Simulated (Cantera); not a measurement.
## Diamond growth

A diamond (100) surface in a fixed gas of H2 with x(CH4) = 0.0053, x(CH3) = 4.2e-05, at 975 K, 2300 Pa; coverages are run to steady state.

Model: the Harris–Goodwin 1993 mechanism for the reconstructed diamond (100) surface, integrated in Cantera.

```json
[
 {"x(H)": "0.0001", "growth (µm/h)": "0.109", "θ c6HH": "0.595", "θ c6H*": "0.0139", "θ c6*H": "0.307", "θ c6**": "0.00408", "θ c6HM": "0.0595"},
 {"x(H)": "0.00025", "growth (µm/h)": "0.208", "θ c6HH": "0.592", "θ c6H*": "0.0148", "θ c6*H": "0.325", "θ c6**": "0.00579", "θ c6HM": "0.0461"},
 {"x(H)": "0.00064", "growth (µm/h)": "0.315", "θ c6HH": "0.602", "θ c6H*": "0.0154", "θ c6*H": "0.339", "θ c6**": "0.00701", "θ c6HM": "0.0274"},
 {"x(H)": "0.0016", "growth (µm/h)": "0.388", "θ c6HH": "0.610", "θ c6H*": "0.0158", "θ c6*H": "0.348", "θ c6**": "0.00766", "θ c6HM": "0.0135"},
 {"x(H)": "0.0042", "growth (µm/h)": "0.429", "θ c6HH": "0.616", "θ c6H*": "0.0160", "θ c6*H": "0.353", "θ c6**": "0.00798", "θ c6HM": "0.00570"},
 {"x(H)": "0.011", "growth (µm/h)": "0.446", "θ c6HH": "0.618", "θ c6H*": "0.0162", "θ c6*H": "0.355", "θ c6**": "0.00812", "θ c6HM": "0.00227"},
 {"x(H)": "0.027", "growth (µm/h)": "0.453", "θ c6HH": "0.619", "θ c6H*": "0.0163", "θ c6*H": "0.355", "θ c6**": "0.00818", "θ c6HM": "0.000938"},
 {"x(H)": "0.068", "growth (µm/h)": "0.456", "θ c6HH": "0.619", "θ c6H*": "0.0165", "θ c6*H": "0.355", "θ c6**": "0.00823", "θ c6HM": "0.000375"},
 {"x(H)": "0.17", "growth (µm/h)": "0.459", "θ c6HH": "0.619", "θ c6H*": "0.0170", "θ c6*H": "0.355", "θ c6**": "0.00830", "θ c6HM": "0.000151"}
]
```
θ: site fractions in the mechanism's names (c6HH fully hydrogenated, c6H* and c6*H radical sites, c6** diradical, c6HM methylated).
